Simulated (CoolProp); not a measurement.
Vapour-liquid equilibrium of R22 (1) + R142b (2) at -87.85 °C; x and y are mole fractions of (1).

Computed with CoolProp (multi-fluid Helmholtz-energy mixture model, Kamei 1995 and Lemmon 2006; pair parameters Bell 2016).

```
x     bubble pressure, mixture model (MPa)  bubble pressure, Raoult's law (MPa)  y, mixture model  y, Raoult's law
----  ------------------------------------  -----------------------------------  ----------------  ---------------
0.05                              0.001032                             0.001036             0.273            0.276
0.2                               0.001712                             0.001776             0.628            0.644
0.35                              0.002380                             0.002516             0.782            0.796
0.5                               0.003084                             0.003257             0.871            0.879
0.65                              0.003843                             0.003997             0.930            0.931
0.8                               0.004650                             0.004737             0.969            0.967
0.95                              0.005463                             0.005477             0.994            0.993
```

The largest gap from Raoult's law is -5.4 % in bubble pressure, at x = 0.35. No azeotrope shows between x = 0.05 and 0.95.

Pair parameters are fitted to limited data, so mixtures are less certain than the pure fluids.
